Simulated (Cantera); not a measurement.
Mixture: 7.90 % CH₄, 0.522 % C₂H₆, 0.308 % C₃H₈, 19.2 % O₂, 72.1 % N₂, at 0.350 bar, adiabatic and at constant volume. Ignition delay is the time to a rise of 400 K.

Detailed kinetics in Cantera: GRI-Mech 3.0 (53 species, 325 reactions).

Q: Predict: delay at 1100 K; delay at 1150 K; delay at 1200 K; delay at 1250 K; delay at 1300 K; delay at 1350 K; apparent activation energy between 1250 and 1350 K.

A: 
```
Quantity                                                 Value
--------------------------------------------------  ----------
delay at 1100 K                                        68.8 ms
delay at 1150 K                                        30.7 ms
delay at 1200 K                                        14.0 ms
delay at 1250 K                                        6.70 ms
delay at 1300 K                                        3.36 ms
delay at 1350 K                                        1.79 ms
apparent activation energy between 1250 and 1350 K  180 kJ/mol
```
